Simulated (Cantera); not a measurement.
# AlCl3 + N2 (aluminium nitride and oxide growth)

Charge: 1 mol AlCl3, a varied amount of N2, equilibrated at 650 °C and 0.100 bar.

Equilibrium computed with Cantera from the NASA thermochemical tables; the gas is ideal and each condensed phase is pure. Candidate condensed phases: Al, AlCl3, AlN; 11 gas species. The numbers say what is thermodynamically allowed, not how fast it happens.

From 1.6 mol N2 to 21 mol N2 nothing is condensed. The main Al-bearing gas is AlCl3 throughout.

```tsv
n(N2) (mol)	x N2	x AlCl3	x Al2Cl6	x AlCl2	x Cl
1.6	0.618	0.377	0.00452	8.59e-9	7.65e-9
2.2	0.690	0.307	0.00300	7.71e-9	6.94e-9
2.9	0.745	0.253	0.00203	6.97e-9	6.32e-9
3.9	0.797	0.202	0.00129	6.19e-9	5.68e-9
5.1	0.837	0.162	0.000838	5.53e-9	5.11e-9
6.8	0.872	0.127	0.000514	4.88e-9	4.55e-9
9.1	0.901	0.0984	0.000308	4.27e-9	4.01e-9
12	0.923	0.0766	0.000186	3.75e-9	3.55e-9
16	0.941	0.0586	0.000109	3.27e-9	3.12e-9
21	0.955	0.0453	6.53e-5	2.87e-9	2.75e-9
```
x: gas mole fraction; nothing condenses.
